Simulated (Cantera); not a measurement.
Input: 1 mol Si₃N₄, 0.012 mol N₂O, 500 mol N₂, equilibrated at 2223 K and 0.00458 Torr.

Equilibrium computed with Cantera from the NASA thermochemical tables; the gas is ideal and each condensed phase is pure. Candidate condensed phases: Si, SiO₂, Si₂N₂O, Si₃N₄; 16 gas species. The numbers say what is thermodynamically allowed, not how fast it happens.

Base state: N₂ 0.994, Si 0.00591, SiO 2.38e-5 (mole fractions); condensed: gas only.

Q: What changes in the equilibrium state with this change: N₂O from 0.012 to 2.4 mol?

A: 
```tsv
species	before	after
N₂	0.994	0.994
SiO	2.38e-5	0.00473
Si	0.00591	0.00118
```
